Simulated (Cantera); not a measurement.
A perfectly stirred reactor is fed with CH4 : H2O : H2 = 1 : 0.35 : 0.56 (molar parts), at 13300 Pa; it is held at 1223 K, and followed from long to short residence time.

Cantera simulation using GRI-Mech 3.0 (53 species, 325 reactions); the numbers are that mechanism's predictions, not measurements. GRI-Mech 3.0 stops at C3 and has no aromatics, soot or wall deposition, so with more carbon than oxygen in the feed, carbon stays in small species such as C2H2 where larger ones or solid carbon would form.

### Question
What does this change do: temperature 1223 to 1723 K?

### Answer
| quantity | before | after |
|---|---|---|
| x(CH4) at τ = 0.540 s | 0.523 | 0.0624 |
| x(H2O) at τ = 0.540 s | 0.183 | 0.0922 |
| x(H2) at τ = 0.540 s | 0.293 | 0.683 |
| x(H) at τ = 0.540 s | 1.19e-7 | 0.000354 |
| x(CO2) at τ = 0.540 s | <1e-12 | 0.00106 |
| x(CH4) at τ = 29.0 ms | 0.524 | 0.245 |
| x(H2O) at τ = 29.0 ms | 0.183 | 0.148 |
| x(H2) at τ = 29.0 ms | 0.293 | 0.513 |
| x(H) at τ = 29.0 ms | 6.08e-8 | 0.000225 |
| x(CO2) at τ = 29.0 ms | <1e-12 | 5.33e-5 |

### Question
What does this change do: temperature 1223 to 1725 K?

### Answer
| quantity | before | after |
|---|---|---|
| x(CH4) at τ = 0.540 s | 0.523 | 0.0613 |
| x(H2O) at τ = 0.540 s | 0.183 | 0.0914 |
| x(H2) at τ = 0.540 s | 0.293 | 0.684 |
| x(H) at τ = 0.540 s | 1.19e-7 | 0.000362 |
| x(CO2) at τ = 0.540 s | <1e-12 | 0.00107 |
| x(CH4) at τ = 29.0 ms | 0.524 | 0.242 |
| x(H2O) at τ = 29.0 ms | 0.183 | 0.148 |
| x(H2) at τ = 29.0 ms | 0.293 | 0.515 |
| x(H) at τ = 29.0 ms | 6.08e-8 | 0.000231 |
| x(CO2) at τ = 29.0 ms | <1e-12 | 5.58e-5 |
